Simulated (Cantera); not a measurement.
SiCl4 + C2H2 + H2 (silicon carbide growth)

A closed system holds: 1 mol SiCl4, 0.061 mol C2H2, 64 mol H2, held at 0.610 bar.

These are equilibrium values from Cantera (NASA tables, ideal gas, pure condensed phases), not measurements of a reactor. Candidate condensed phases: C, C6H6, C7H8, C8H18, Si, SiC; 109 gas species. Mutual solubility and eutectic melting of coexisting phases are not modelled. The tables' values for SiCl3 are old estimates; treat these amounts as uncertain. Rates play no part.

```json
[
 {"T (K)": "1073", "x H2": "0.972", "x HCl": "0.0147", "x SiCl4": "0.00688", "x SiHCl3": "0.00557", "x SiCl2": "0.000211", "x SiCl3": "0.000302", "x SiH2Cl2": "0.000526", "x CH4": "3.85e-5", "n SiC(s)": "0.119", "n Si(s)": "0"},
 {"T (K)": "1098", "x H2": "0.971", "x HCl": "0.0156", "x SiCl4": "0.00633", "x SiHCl3": "0.00574", "x SiCl2": "0.000370", "x SiCl3": "0.000408", "x SiH2Cl2": "0.000623", "x CH4": "2.46e-5", "n SiC(s)": "0.120", "n Si(s)": "0"},
 {"T (K)": "1123", "x H2": "0.970", "x HCl": "0.0167", "x SiCl4": "0.00578", "x SiHCl3": "0.00576", "x SiCl2": "0.000607", "x SiCl3": "0.000531", "x SiH2Cl2": "0.000703", "x CH4": "1.72e-5", "n SiC(s)": "0.121", "n Si(s)": "0.00489"},
 {"T (K)": "1148", "x H2": "0.968", "x HCl": "0.0192", "x SiCl4": "0.00528", "x SiHCl3": "0.00534", "x SiCl2": "0.000835", "x SiCl3": "0.000632", "x SiH2Cl2": "0.000677", "x CH4": "1.65e-5", "n SiC(s)": "0.121", "n Si(s)": "0.0444"},
 {"T (K)": "1173", "x H2": "0.966", "x HCl": "0.0218", "x SiCl4": "0.00474", "x SiHCl3": "0.00489", "x SiCl2": "0.00112", "x SiCl3": "0.000734", "x SiH2Cl2": "0.000646", "x CH4": "1.58e-5", "n SiC(s)": "0.121", "n Si(s)": "0.0849"},
 {"T (K)": "1198", "x H2": "0.964", "x HCl": "0.0245", "x SiCl4": "0.00417", "x SiHCl3": "0.00441", "x SiCl2": "0.00147", "x SiCl3": "0.000833", "x SiH2Cl2": "0.000610", "x CH4": "1.51e-5", "n SiC(s)": "0.121", "n Si(s)": "0.125"},
 {"T (K)": "1223", "x H2": "0.962", "x HCl": "0.0272", "x SiCl4": "0.00360", "x SiHCl3": "0.00392", "x SiCl2": "0.00188", "x SiCl3": "0.000920", "x SiH2Cl2": "0.000569", "x CH4": "1.45e-5", "n SiC(s)": "0.121", "n Si(s)": "0.165"},
 {"T (K)": "1248", "x H2": "0.960", "x HCl": "0.0299", "x SiCl4": "0.00303", "x SiHCl3": "0.00342", "x SiCl2": "0.00234", "x SiCl3": "0.000991", "x SiH2Cl2": "0.000525", "x CH4": "1.40e-5", "n SiC(s)": "0.121", "n Si(s)": "0.202"},
 {"T (K)": "1273", "x H2": "0.958", "x HCl": "0.0324", "x SiCl4": "0.00248", "x SiHCl3": "0.00293", "x SiCl2": "0.00284", "x SiCl3": "0.00104", "x SiH2Cl2": "0.000478", "x CH4": "1.35e-5", "n SiC(s)": "0.121", "n Si(s)": "0.236"},
 {"T (K)": "1298", "x H2": "0.956", "x HCl": "0.0348", "x SiCl4": "0.00198", "x SiHCl3": "0.00246", "x SiCl2": "0.00337", "x SiCl3": "0.00106", "x SiH2Cl2": "0.000429", "x CH4": "1.30e-5", "n SiC(s)": "0.121", "n Si(s)": "0.267"},
 {"T (K)": "1323", "x H2": "0.954", "x HCl": "0.0369", "x SiCl4": "0.00154", "x SiHCl3": "0.00202", "x SiCl2": "0.00390", "x SiCl3": "0.00105", "x SiH2Cl2": "0.000381", "x CH4": "1.26e-5", "n SiC(s)": "0.121", "n Si(s)": "0.293"},
 {"T (K)": "1348", "x H2": "0.953", "x HCl": "0.0387", "x SiCl4": "0.00117", "x SiHCl3": "0.00164", "x SiCl2": "0.00440", "x SiCl3": "0.00101", "x SiH2Cl2": "0.000333", "x CH4": "1.22e-5", "n SiC(s)": "0.121", "n Si(s)": "0.315"},
 {"T (K)": "1373", "x H2": "0.952", "x HCl": "0.0401", "x SiCl4": "0.000867", "x SiHCl3": "0.00130", "x SiCl2": "0.00487", "x SiCl3": "0.000956", "x SiH2Cl2": "0.000288", "x CH4": "1.18e-5", "n SiC(s)": "0.121", "n Si(s)": "0.332"}
]
```
x: gas mole fraction; n: condensed amount in mol.

From 1073 K to 1098 K the condensed part is SiC(s). From 1123 K to 1373 K the condensed part is Si(s) + SiC(s). The main Si-bearing gas is SiCl4 at 1073 K and SiCl2 at 1373 K. The share of Si in condensed phases is highest at 1373 K (45.3 %) and lowest at 1073 K (11.9 %).
